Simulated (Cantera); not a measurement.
A diamond (100) surface in a fixed gas of H2 with x(CH4) = 0.012, x(H) = 0.025, x(CH3) = 0.00033, at 1323 K; coverages are run to steady state.

Model: the Harris–Goodwin 1993 mechanism for the reconstructed diamond (100) surface, integrated in Cantera.

θ: site fractions in the mechanism's names (c6HH fully hydrogenated, c6H* and c6*H radical sites, c6** diradical, c6HM methylated).

| P (Pa) | growth (µm/h) | θ c6HH | θ c6H* | θ c6*H | θ c6** | θ c6HM |
|---|---|---|---|---|---|---|
| 1100 | (withheld) | 0.364 | 0.0518 | 0.532 | 0.0508 | 0.000113 |
| 1800 | (withheld) | 0.364 | 0.0518 | 0.532 | 0.0508 | 0.000180 |
| 2900 | (withheld) | 0.364 | 0.0519 | 0.532 | 0.0509 | 0.000279 |
| 4800 | (withheld) | 0.364 | 0.0520 | 0.532 | 0.0509 | 0.000429 |
| 7900 | (withheld) | 0.364 | 0.0521 | 0.532 | 0.0509 | 0.000632 |
| 13000 | (withheld) | 0.364 | 0.0523 | 0.531 | 0.0510 | 0.000887 |
| 21000 | (withheld) | 0.364 | 0.0527 | 0.530 | 0.0511 | 0.00116 |
| 35000 | (withheld) | 0.363 | 0.0534 | 0.529 | 0.0513 | 0.00146 |

Question: What belongs in the gaps?

Answer: 
- 1100, growth (µm/h): 0.826
- 1800, growth (µm/h): 1.59
- 2900, growth (µm/h): 3.11
- 4800, growth (µm/h): 6.50
- 7900, growth (µm/h): 13.7
- 13000, growth (µm/h): 28.6
- 21000, growth (µm/h): 57.0
- 35000, growth (µm/h): 114
